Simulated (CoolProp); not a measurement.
Properties of R141b along the isotherm 384.2 K.

The numbers come from the reference Helmholtz-energy equation of state, Lemmon 2006 in CoolProp. It is a short technical equation, of lower accuracy than the large ones.

```json
[
 {"p (bar)": "6.58", "phase": "gas", "expansivity (1/kK)": "4.057", "Prandtl number": "…"},
 {"p (bar)": "13.2", "phase": "liquid", "expansivity (1/kK)": "2.535", "Prandtl number": "3.30"},
 {"p (bar)": "19.7", "phase": "liquid", "expansivity (1/kK)": "…", "Prandtl number": "3.30"},
 {"p (bar)": "26.3", "phase": "liquid", "expansivity (1/kK)": "2.415", "Prandtl number": "3.31"},
 {"p (bar)": "32.9", "phase": "liquid", "expansivity (1/kK)": "2.361", "Prandtl number": "…"},
 {"p (bar)": "39.5", "phase": "liquid", "expansivity (1/kK)": "2.311", "Prandtl number": "3.33"},
 {"p (bar)": "46.1", "phase": "liquid", "expansivity (1/kK)": "…", "Prandtl number": "3.33"},
 {"p (bar)": "52.6", "phase": "liquid", "expansivity (1/kK)": "2.219", "Prandtl number": "3.34"},
 {"p (bar)": "59.2", "phase": "liquid", "expansivity (1/kK)": "2.178", "Prandtl number": "3.35"},
 {"p (bar)": "65.8", "phase": "liquid", "expansivity (1/kK)": "2.138", "Prandtl number": "3.36"},
 {"p (bar)": "72.4", "phase": "liquid", "expansivity (1/kK)": "…", "Prandtl number": "3.37"},
 {"p (bar)": "79", "phase": "liquid", "expansivity (1/kK)": "…", "Prandtl number": "…"},
 {"p (bar)": "85.5", "phase": "liquid", "expansivity (1/kK)": "2.032", "Prandtl number": "3.39"},
 {"p (bar)": "92.1", "phase": "liquid", "expansivity (1/kK)": "2.000", "Prandtl number": "3.40"},
 {"p (bar)": "98.7", "phase": "liquid", "expansivity (1/kK)": "…", "Prandtl number": "3.40"},
 {"p (bar)": "105", "phase": "liquid", "expansivity (1/kK)": "1.941", "Prandtl number": "3.41"}
]
```

Complete the blanks.


- 6.58, Prandtl number: 0.677
- 19.7, expansivity (1/kK): 2.474
- 32.9, Prandtl number: 3.32
- 46.1, expansivity (1/kK): 2.263
- 72.4, expansivity (1/kK): 2.101
- 79, expansivity (1/kK): 2.065
- 79, Prandtl number: 3.38
- 98.7, expansivity (1/kK): 1.969

Viscosity comes from a separate model (Huber 2003), an estimate that may be off by 10 % or more. Thermal conductivity comes from a separate model (Huber 2003), an estimate that may be off by 10 % or more.
